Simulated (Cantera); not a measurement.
Charge: 1 mol PbO, 1.3 mol N2, 1.6 mol CO, at 1.70 mbar.

Method: chemical equilibrium by Gibbs-energy minimisation in Cantera with the NASA 1993 tables (ideal gas, pure condensed phases). Candidate condensed phases: C, Pb, PbO, PbO2, Pb3O4; 27 gas species. Rates play no part.

log p: log10 of the partial pressure in bar; n: condensed amount in mol.

| T (K) | log p N2 | log p CO2 | log p Pb | log p CO | log p PbO | log p Pb2 | log p NO | n Pb(l) |
|---|---|---|---|---|---|---|---|---|
| 773 | -3.12 | -3.23 | -7.64 | -3.45 | <-14 | <-14 | <-14 | 1.000 |
| 873 | -3.12 | -3.23 | -6.20 | -3.45 | -12.88 | -12.65 | <-14 | 0.999 |
| 973 | -3.12 | -3.23 | -5.06 | -3.46 | -10.78 | -10.74 | <-14 | 0.985 |
| 1073 | -3.14 | -3.25 | -4.14 | -3.47 | -9.07 | -9.20 | -14.35 | 0.870 |
| 1173 | -3.24 | -3.36 | -3.37 | -3.58 | -7.66 | -7.93 | -12.85 | 0.0430 |
| 1273 | -3.25 | -3.36 | -3.36 | -3.58 | -7.10 | -8.11 | -11.55 | 0 |
| 1373 | -3.25 | -3.36 | -3.36 | -3.58 | (withheld) | (withheld) | (withheld) | 0 |
| 1473 | -3.25 | -3.36 | -3.36 | -3.58 | (withheld) | (withheld) | (withheld) | 0 |
| 1573 | -3.25 | -3.36 | -3.36 | -3.58 | -5.90 | -8.59 | -8.64 | 0 |

Question: Some entries are withheld; supply them.

Answer: 
- 1373, log p PbO: -6.64
- 1373, log p Pb2: -8.29
- 1373, log p NO: -10.43
- 1473, log p PbO: -6.24
- 1473, log p Pb2: -8.45
- 1473, log p NO: -9.47
